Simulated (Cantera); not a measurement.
An isothermal, constant-pressure homogeneous reactor starts with 20.0 % H₂, 18.2 % O₂, 61.8 % N₂, equivalence ratio 0.55, at 925 K and 750 Torr.

Detailed kinetics in Cantera: the H2/O2 subset of GRI-Mech 3.0, which has no nitrogen chemistry. Below about 950 K walls govern HO2 and H2O2 in real vessels. The temperature is held fixed by assumption; the heat of reaction is taken as removed at once.

x: mole fraction; the columns are a selection and need not sum to one.

| t (s) | x H₂ | x O₂ | x H | x HO₂ | x H₂O₂ | x OH |
|---|---|---|---|---|---|---|
| 7.00e-6 | 0.200 | 0.182 | 1.36e-11 | 2.94e-11 | <1e-12 | <1e-12 |
| 2.71e-5 | 0.200 | 0.182 | 3.41e-11 | 1.76e-10 | <1e-12 | 1.51e-12 |
| 0.000105 | 0.200 | 0.182 | 5.15e-11 | 1.03e-9 | 2.71e-12 | 2.38e-12 |
| 0.000404 | 0.200 | 0.182 | 5.62e-11 | 4.71e-9 | 5.15e-11 | 2.60e-12 |
| 0.00156 | 0.200 | 0.182 | 7.29e-11 | 2.03e-8 | 8.63e-10 | 3.38e-12 |
| 0.00603 | 0.200 | 0.182 | 1.78e-10 | 1.11e-7 | 1.60e-8 | 8.46e-12 |
| 0.0233 | 0.200 | 0.182 | ___ | 2.17e-6 | 8.87e-7 | 1.56e-10 |
| 0.0901 | 0.198 | 0.181 | 4.39e-7 | 4.66e-5 | 0.000397 | 4.02e-8 |
| 0.348 | 0.151 | 0.159 | 4.57e-7 | 5.74e-5 | 0.00110 | 7.57e-8 |
| 1.35 | 0.0568 | 0.116 | ___ | 4.08e-5 | 0.000571 | 7.91e-8 |
| 5.20 | 0.00111 | 0.0914 | ___ | 4.57e-6 | 7.49e-6 | 4.36e-8 |
| 20.1 | 6.70e-5 | 0.0909 | 1.93e-11 | 4.19e-7 | 6.56e-8 | 6.43e-9 |
| 77.6 | 5.33e-6 | 0.0909 | <1e-12 | 6.20e-8 | 1.77e-9 | 2.35e-9 |
| 300 | 4.32e-11 | 0.0909 | <1e-12 | 3.09e-10 | 2.78e-11 | 1.79e-8 |

Q: Some entries are withheld; supply them.

A: 
- 0.0233, x H: 3.00e-9
- 1.35, x H: 1.67e-7
- 5.20, x H: 2.06e-9
